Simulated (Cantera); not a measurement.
A closed system holds: 1 mol B, 1.3 mol O2, 0.17 mol N2, equilibrated at 1323.15 K and 1.00 bar.

Cantera equilibrium calculation (NASA polynomials, part measured and part estimated; ideal gas, pure solids and liquids). Candidate condensed phases: B, BN, B2O3; 17 gas species. Kinetics and transport are ignored.

Base state: O2 0.764, N2 0.236, NO 0.000479 (mole fractions); condensed: B2O3(l).

What changes in the equilibrium state with this change: temperature from 1323.15 K to 2075 K?


| species | before | after |
|---|---|---|
| O2 | 0.764 | 0.678 |
| N2 | 0.236 | 0.208 |
| B2O3 | 3.49e-7 | 0.0917 |
| BO2 | 3.03e-7 | 0.0132 |
| O | 2.33e-7 | 0.000960 |
| NO | 0.000479 | 0.00862 |
| NO2 | 9.06e-6 | 2.38e-5 |
| B2O3(l), mol | 0.500 | 0.421 |
